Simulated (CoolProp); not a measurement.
Vapour pressure (bar) of cyclopropane: the reference equation beside estimates from Tc = 398.7 K, pc = 56.05 bar, ω = 0.131. Clausius-Clapeyron is anchored at 321.3 K with a constant enthalpy of vaporisation of 15.36 kJ/mol.

Values from CoolProp's reference Helmholtz-energy equation of state, Polt 1992. This equation is an older, rougher fit; its heat capacities, sound speeds and derivatives of the liquid may be far off and weren't checked against measurements.

```
T (K)  reference  Clausius-Clapeyron  Redlich-Kwong  Soave-Redlich-Kwong  Peng-Robinson
-----  ---------  ------------------  -------------  -------------------  -------------
307.1      9.157               9.899          10.46                9.184          9.106
314.2      10.92               11.34          12.38                10.97          10.87
321.3      12.91               12.91          14.52                13.00          12.87
328.5      15.20               14.65          16.94                15.32          15.16
335.6      17.73               16.50          19.58                17.90          17.71
342.7      20.55               18.49          22.49                20.77          20.55
349.8      23.69               20.63          25.68                23.95          23.71
357        27.22               22.95          29.21                27.53          27.27
```

Absolute difference from the reference over all 8 rows, mean and median: Clausius-Clapeyron 7.6 and 7.5 %, Redlich-Kwong 10.9 and 10.9 %, Soave-Redlich-Kwong 0.8 and 0.9 %, Peng-Robinson 0.2 and 0.2 %.
